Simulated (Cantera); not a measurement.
A perfectly stirred reactor is fed with 36.3 % H2, 10.9 % O2, 52.8 % N2, equivalence ratio 1.7, at 668 Torr; it is held at 1075 K, and followed from long to short residence time.

Model: the H2/O2 subset of GRI-Mech 3.0, which has no nitrogen chemistry, integrated in Cantera. The temperature is held fixed by assumption; the heat of reaction is taken as removed at once.

x: mole fraction; the columns are a selection and need not sum to one.

```
τ (s)    x H2      x O2        x OH   x H2O2      x O  x H2O    x HO2
------  -----  --------  ----------  -------  -------  -----  -------
3.1     0.163  0.000139  (withheld)  1.36e-8  3.31e-8  0.244  2.60e-7
1.6     0.163  0.000193  (withheld)  1.46e-8  6.40e-8  0.244  3.62e-7
0.84    0.163  0.000267  (withheld)  1.55e-8  1.22e-7  0.244  5.01e-7
0.44    0.163  0.000370  (withheld)  1.64e-8  2.32e-7  0.244  6.93e-7
0.23    0.164  0.000512  (withheld)  1.74e-8  4.44e-7  0.243  9.59e-7
0.12    0.164  0.000711  (withheld)  1.87e-8  8.50e-7  0.243  1.33e-6
0.062   0.164  0.000993  (withheld)  2.04e-8  1.64e-6  0.242  1.85e-6
0.032   0.165   0.00139  (withheld)  2.28e-8  3.16e-6  0.241  2.58e-6
0.017   0.165   0.00192  (withheld)  2.65e-8  5.92e-6  0.240  3.55e-6
0.0089  0.166   0.00267  (withheld)  3.25e-8  1.12e-5  0.238  4.93e-6
0.0046  0.168   0.00377  (withheld)  4.32e-8  2.14e-5  0.235  6.89e-6
```

Q: Fill in the missing entries.

A: 
- 3.1, x OH: 8.11e-7
- 1.6, x OH: 1.14e-6
- 0.84, x OH: 1.60e-6
- 0.44, x OH: 2.26e-6
- 0.23, x OH: 3.22e-6
- 0.12, x OH: 4.63e-6
- 0.062, x OH: 6.79e-6
- 0.032, x OH: 1.01e-5
- 0.017, x OH: 1.51e-5
- 0.0089, x OH: 2.30e-5
- 0.0046, x OH: 3.62e-5
